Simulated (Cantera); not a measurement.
Feed: 1 mol HMDSO, 4.2 mol N2O, held at 5.50 Pa.

Equilibrium computed with Cantera from the NASA thermochemical tables; the gas is ideal and each condensed phase is pure. Candidate condensed phases: C, C6H6, C7H8, C8H18, H2O, Si, SiC, SiO2, Si2N2O, Si3N4; 151 gas species. The feed counts by its element totals alone. Mutual solubility and eutectic melting of coexisting phases are not modelled. Kinetics and transport are ignored.

x: gas mole fraction; n: condensed amount in mol.

```
T (°C)   x H2   x N2    x CO     x SiO      x H  n C(graphite)  n SiO2(β-quartz)  n Si2N2O(s)  n SiC(s)
------  -----  -----  ------  --------  -------  -------------  ----------------  -----------  --------
602     0.625  0.292  0.0833    <1e-12  5.35e-9           4.80              2.00            0         0
702     0.618  0.283  0.0993  5.12e-10  1.21e-7           4.55              1.84       0.0819         0
802     0.549  0.195   0.256         …        …           1.80                 0        1.000         0
902     0.549  0.195   0.256   6.72e-6  1.22e-5           1.80                 0        1.000         0
1002    0.511  0.216   0.273  0.000194  7.11e-5              0                 0        0.398      1.20
1102    0.506  0.219   0.268         …        …              0                 0            …      1.24
1202    0.488  0.228   0.250    0.0326  0.00122              0                 0            0      1.40
1302    0.486  0.228   0.249    0.0325  0.00391              0                 0            0      1.40
1402    0.481  0.227   0.249    0.0322   0.0109              0                 0            0      1.39
1502    0.467  0.224   0.248    0.0301   0.0267              0                 0            0      1.36
```

Problem. What belongs in the gaps?

Solution. 
- 1102, x SiO: 0.00721
- 1102, x H: 0.000329
- 1102, n Si2N2O(s): 0.315
- 802, x SiO: 1.24e-7
- 802, x H: 1.47e-6
